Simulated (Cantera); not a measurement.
A closed system holds: 1 mol SiHCl3, 66 mol H2, held at 2100 K and 140 Pa.

These are equilibrium values from Cantera (NASA tables, ideal gas, pure condensed phases), not measurements of a reactor. Candidate condensed phases: Si; 19 gas species. The tables' values for SiCl are old estimates; treat these amounts as uncertain. Gases not in the tables: Si2H6 and higher silanes. Equilibrium is a limit: real reactors are often held back by kinetics, nucleation or transport.

### Question
What is the equilibrium state?

### Answer
- x(H2): 0.868
- x(H): 0.0776
- x(HCl): 0.0380
- x(Si): 0.0128
- x(Cl): 0.00250
- x(SiCl2): 0.000476
- x(SiCl): 0.000366
- x(SiH): 0.000242
- x(Si2): 2.23e-5
- gas amount: 71.82 mol
- log10 activity of Si(l) (absent): -0.87
